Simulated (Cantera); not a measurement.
Feed: 1 mol NH3, 0.063 mol H2O, 0.035 mol O2, equilibrated at 3225 °C and 173000 Torr.

Method: chemical equilibrium by Gibbs-energy minimisation in Cantera with the NASA 1993 tables (ideal gas, pure condensed phases). Candidate condensed phases: H2O; 24 gas species. The ideal-gas law is rough above about 30 bar. Rates play no part.

Base state: H2 0.666, N2 0.238, H2O 0.0619, H 0.0316, OH 0.00135, NH3 0.000312, NO 0.000111, NH2 6.81e-5 (mole fractions); condensed: gas only.

Question: What changes in the equilibrium state with this change: O2 from 0.035 to 0.18 mol?

Answer: 
```csv
species,before,after
H2,0.666,0.532
N2,0.238,0.238
H2O,0.0619,0.196
OH,0.00135,0.00480
H,0.0316,0.0283
O2,1.34e-6,2.11e-5
O,3.74e-5,0.000149
```
